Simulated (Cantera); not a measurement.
Input (Python, Cantera) and output of one run.

```python
import numpy as np
import cantera as ct

gas_names = """
    H H2 Si SiH SiH2 SiH3 SiH4 Si2 Si3
""".split()
cond_names = """
    Si(cr) Si(L)
""".split()


# ... load() reads the species with a 1 bar reference pressure and builds the phases ...
atoms = {
    'SiH4': {'Si': 1, 'H': 4},
    'H2': {'H': 2},
}
top_T = {}  # K; cautious upper limits of use, not melting points


# ... equilibrate(T, P, feed) seeds the gas with the atoms and calls Mixture.equilibrate('TP', solver="vcs", rtol=1e-11, max_steps=5000) ...
results = []
feed = {'SiH4': 1, 'H2': 87}  # mol
T = 900  # K
P = 360  # Pa
mix = equilibrate(T, P, feed)
results.append((T, P, feed, dict(zip(mix.species_names, mix.species_moles))))
print(gas.report(threshold=0.001))
for i in range(1, mix.n_phases):
    print(f"{mix.phase(i).name:16s} {mix.phase_moles(i):12.5e} mol")
```

It prints:

```
       temperature   900 K
          pressure   360 Pa
           density   9.6988e-05 kg/m^3
  mean mol. weight   2.016 kg/kmol
   phase of matter   gas

                          1 kg             1 kmol
                     ---------------   ---------------
          enthalpy        8.7684e+06        1.7677e+07  J
   internal energy        5.0566e+06        1.0194e+07  J
           entropy        1.0409e+05        2.0985e+05  J/K
    Gibbs function       -8.4914e+07       -1.7119e+08  J
 heat capacity c_p             14866             29971  J/K
 heat capacity c_v             10742             21656  J/K

                      mass frac. Y      mole frac. X     chem. pot. / RT
                     ---------------   ---------------   ---------------
                H2                 1                 1           -22.877
     [   +8 minor]        1.8369e-08        3.0404e-09

Si(cr)            1.00000e+00 mol
```

Method: chemical equilibrium by Gibbs-energy minimisation in Cantera with the NASA 1993 tables (ideal gas, pure condensed phases).
